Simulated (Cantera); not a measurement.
# Hydrocarbon pyrolysis for carbon deposition

A perfectly stirred reactor is fed with 3.57 % C₂H₆, 96.4 % H₂, at 0.000158 atm; it is held at 1700 K, and followed from long to short residence time.

Model: GRI-Mech 3.0 (53 species, 325 reactions), integrated in Cantera. GRI-Mech 3.0 stops at C3 and has no aromatics, soot or wall deposition, so with more carbon than oxygen in the feed, carbon stays in small species such as C2H2 where larger ones or solid carbon would form. Radical loss at walls, strong at low pressure, is not modelled.

```tsv
τ (s)	x C₂H₆	x H₂	x C₂H	x C₂H₂	x CH₄	x CH₃
0.61	0.000466	0.939	3.41e-7	0.0116	0.0381	0.00433
0.20	0.00131	0.937	2.47e-7	0.00781	0.0407	0.00553
0.062	0.00392	0.937	1.30e-7	0.00413	0.0379	0.00685
0.020	0.0109	0.943	3.31e-8	0.00129	0.0263	0.00786
0.0063	0.0240	0.955	1.69e-9	0.000120	0.00892	0.00619
0.0020	0.0326	0.961	8.88e-12	1.92e-6	0.00147	0.00296
0.00064	0.0349	0.963	<1e-12	8.17e-9	0.000198	0.00124
0.00020	0.0355	0.964	<1e-12	3.49e-11	2.17e-5	0.000433
```
x: mole fraction; the columns are a selection and need not sum to one.
